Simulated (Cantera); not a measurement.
A perfectly stirred reactor is fed with CO : H2 : CH4 : O2 : N2 = 1 : 1.4 : 0.14 : 1.61 : 6.05 (molar parts), at 13500 Torr; it is adiabatic with a 823 K inlet, and is followed from long to short residence time, starting on the burning branch (τ in s: 0.077, 0.039, 0.02, 0.01, 0.0052, 0.0027, 0.0014, 0.0007, 0.00036, 0.00018, 9.3e-05, 4.7e-05, 2.4e-05).

Cantera simulation using GRI-Mech 3.0 (53 species, 325 reactions); the numbers are that mechanism's predictions, not measurements. The pressure lies above the range GRI-Mech 3.0 was tuned for (to about 10 atm).

Question: Predict: blow-out, bracketed by the residence times tried; x(CO) at τ = 77.0 ms; x(H2) at τ = 77.0 ms; x(CH4) at τ = 77.0 ms; x(HCO) at τ = 77.0 ms; x(CO) at τ = 1.40 ms; x(H2) at τ = 1.40 ms; x(CH4) at τ = 1.40 ms; x(HCO) at τ = 1.40 ms.

Answer: 
```
Property                                                                          Result
------------------------------------------------  --------------------------------------
blow-out, bracketed by the residence times tried  burning at 24.0 µs, the shortest tried
x(CO) at τ = 77.0 ms                                                              0.0156
x(H2) at τ = 77.0 ms                                                             0.00379
x(CH4) at τ = 77.0 ms                                                            1.59e-8
x(HCO) at τ = 77.0 ms                                                            2.27e-8
x(CO) at τ = 1.40 ms                                                              0.0161
x(H2) at τ = 1.40 ms                                                             0.00389
x(CH4) at τ = 1.40 ms                                                            8.28e-7
x(HCO) at τ = 1.40 ms                                                            3.76e-8
```
